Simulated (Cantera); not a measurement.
Cantera run:

```python
import numpy as np
import cantera as ct

gas_names = """
    Fe FeO N NO NO2 NO3 N2 N2O O O2 O3 S SN SO SO2 SO3 S2 S2O S8
""".split()
cond_names = """
    Fe(a) Fe(c) Fe(d) Fe(L) FeO(s) FeO(L) FeS(a) FeS(b) FeS(c) FeS(L) FeSO4(s) FeS2(s) Fe2O3(s)
    Fe2S3O12(s) Fe3O4(s) S(cr1) S(cr2) S(L)
""".split()


# ... load() reads the species with a 1 bar reference pressure and builds the phases ...
atoms = {
    'Fe2O3': {'Fe': 2, 'O': 3},
    'SO3': {'S': 1, 'O': 3},
    'N2': {'N': 2},
}
top_T = {'FeSO4(s)': 950, 'FeS2(s)': 1010, 'Fe2O3(s)': 1830, 'Fe2S3O12(s)': 1100, 'Fe3O4(s)': 1870}  # K; cautious upper limits of use, not melting points


# ... equilibrate(T, P, feed) seeds the gas with the atoms and calls Mixture.equilibrate('TP', solver="vcs", rtol=1e-11, max_steps=5000) ...
results = []
feed = {'Fe2O3': 1, 'SO3': 1.4, 'N2': 20}  # mol
T = 1375  # K
P = 1200  # Pa
mix = equilibrate(T, P, feed)
results.append((T, P, feed, dict(zip(mix.species_names, mix.species_moles))))
print(gas.report(threshold=1e-06))
for i in range(1, mix.n_phases):
    print(f"{mix.phase(i).name:16s} {mix.phase_moles(i):12.5e} mol")
```

It prints:

```
       temperature   1375 K
          pressure   1200 Pa
           density   0.0031935 kg/m^3
  mean mol. weight   30.425 kg/kmol
   phase of matter   gas

                          1 kg             1 kmol
                     ---------------   ---------------
          enthalpy        5.4782e+05        1.6667e+07  J
   internal energy        1.7206e+05        5.2351e+06  J
           entropy            9355.1        2.8463e+05  J/K
    Gibbs function       -1.2315e+07        -3.747e+08  J
 heat capacity c_p            1176.6             35798  J/K
 heat capacity c_v            903.31             27483  J/K

                      mass frac. Y      mole frac. X     chem. pot. / RT
                     ---------------   ---------------   ---------------
                NO        0.00025708        0.00026067           -32.828
                N2           0.83318           0.90489           -30.271
                 O        5.4232e-07        1.0313e-06           -17.693
                O2          0.033127          0.031499           -35.385
               SO2           0.13319          0.063259           -67.214
               SO3        0.00024312        9.2396e-05           -84.907
     [  +13 minor]        3.3902e-07        2.1862e-07

Fe(c)             0.00000e+00 mol
FeO(s)            0.00000e+00 mol
FeS(c)            0.00000e+00 mol
Fe2O3(s)          1.00000e+00 mol
Fe3O4(s)          0.00000e+00 mol
S(L)              0.00000e+00 mol
```

Method: chemical equilibrium by Gibbs-energy minimisation in Cantera with the NASA 1993 tables (ideal gas, pure condensed phases).
